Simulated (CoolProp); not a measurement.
Model: reference Helmholtz-energy equation of state, Lemmon 2006, in CoolProp. It is a short technical equation, of lower accuracy than the large ones.

Give the vapour pressure (kPa), liquid density (kg/m³), vapour density (kg/m³), enthalpy of vaporisation (kJ/kg) of saturated hydrogen sulfide at 68.15 °C.


| T (°C) | p (kPa) | liquid density (kg/m³) | vapour density (kg/m³) | enthalpy of vaporisation (kJ/kg) |
|---|---|---|---|---|
| 68.15 | 5100 | 643 | 95.3 | 296 |
